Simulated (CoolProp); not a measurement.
Properties of oxygen along the isobar 2.85 MPa.

The numbers come from the reference Helmholtz-energy equation of state, Schmidt 1985 in CoolProp.

```csv
T (K),phase,Joule-Thomson coefficient (K/MPa),Prandtl number
81.4,liquid,-0.3423,2.60
86.5,liquid,-0.3306,2.35
91.5,liquid,-0.3157,2.16
96.6,liquid,-0.2963,2.02
101.7,liquid,-0.2717,1.91
106.7,liquid,-0.2412,1.83
111.8,liquid,-0.2017,1.77
116.9,liquid,-0.1507,1.74
121.9,liquid,-0.08494,1.72
127,liquid,0.006274,1.74
132.1,liquid,0.1376,1.79
137.1,liquid,0.3398,1.91
142.2,gas,10.76,1.35
147.3,gas,9.910,1.13
152.3,gas,9.176,1.03
```

Viscosity comes from a separate model (Lemmon 2004). Thermal conductivity comes from a separate model (Lemmon 2004).
